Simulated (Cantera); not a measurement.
**Gas-phase reforming**

An isothermal, constant-pressure homogeneous reactor starts with CH4 : H2O = 4.2 : 0.74 (molar parts), at 2000 K and 3.50 bar.

Model: GRI-Mech 3.0 (53 species, 325 reactions), integrated in Cantera. GRI-Mech 3.0 stops at C3 and has no aromatics, soot or wall deposition, so with more carbon than oxygen in the feed, carbon stays in small species such as C2H2 where larger ones or solid carbon would form.

| t (s) | x CH4 | x H2O | x CH2 | x C2H6 | x CO | x CO2 | x O |
|---|---|---|---|---|---|---|---|
| 0.000300 | 0.112 | 0.0858 | 2.97e-6 | 0.000173 | 0.00413 | 4.95e-5 | 2.33e-9 |
| 0.000840 | 0.0500 | 0.0740 | 1.84e-6 | 3.64e-5 | 0.0100 | 0.000179 | 1.93e-9 |
| 0.00235 | 0.0262 | 0.0572 | 1.21e-6 | 1.11e-5 | 0.0234 | 0.000397 | 1.51e-9 |
| 0.00659 | 0.0195 | 0.0315 | 7.98e-7 | 6.54e-6 | 0.0465 | 0.000452 | 8.58e-10 |
| 0.0185 | 0.0154 | 0.00763 | 4.73e-7 | 4.44e-6 | 0.0689 | 0.000160 | 2.12e-10 |
| 0.0517 | 0.0139 | 0.000206 | 3.70e-7 | 3.81e-6 | 0.0759 | 4.72e-6 | 5.82e-12 |
| 0.145 | 0.0139 | 1.33e-6 | 3.67e-7 | 3.79e-6 | 0.0761 | 2.99e-8 | <1e-12 |
| 0.406 | 0.0139 | 1.32e-6 | 3.67e-7 | 3.79e-6 | 0.0761 | 2.96e-8 | <1e-12 |
| 1.14 | 0.0139 | 1.32e-6 | 3.67e-7 | 3.79e-6 | 0.0761 | 2.96e-8 | <1e-12 |
| 3.18 | 0.0139 | 1.32e-6 | 3.67e-7 | 3.79e-6 | 0.0761 | 2.96e-8 | <1e-12 |
| 8.92 | 0.0139 | 1.32e-6 | 3.67e-7 | 3.79e-6 | 0.0761 | 2.96e-8 | <1e-12 |
| 25.0 | 0.0139 | 1.32e-6 | 3.67e-7 | 3.79e-6 | 0.0761 | 2.96e-8 | <1e-12 |
| 70.0 | 0.0139 | 1.32e-6 | 3.67e-7 | 3.79e-6 | 0.0761 | 2.96e-8 | <1e-12 |
x: mole fraction; the columns are a selection and need not sum to one.

Equilibrium at this temperature and pressure: CH4 0.0139, H2O 1.32e-6, CH2 3.67e-7, C2H6 3.79e-6, CO 0.0761, CO2 2.98e-8, O <1e-12 (gas phase only).
